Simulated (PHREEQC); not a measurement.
Make-up at 20 °C: 0.011 mol NaBr, 0.07 mol MgSO4 and 0.014 mol LiCl per kg of water. Closed to the air; pH follows from the charge balance.

Equilibrium calculation in PHREEQC: ion-association model, wateq4f.dat.

The ionic strength comes out as 0.177 mol/kgw. What activity coefficients do SO4-2, Cl-, Mg+2, Li+, Na+ get?

SO4-2 0.31, Cl- 0.72, Mg+2 0.36, Li+ 0.77, Na+ 0.75.

No solid was allowed to form.
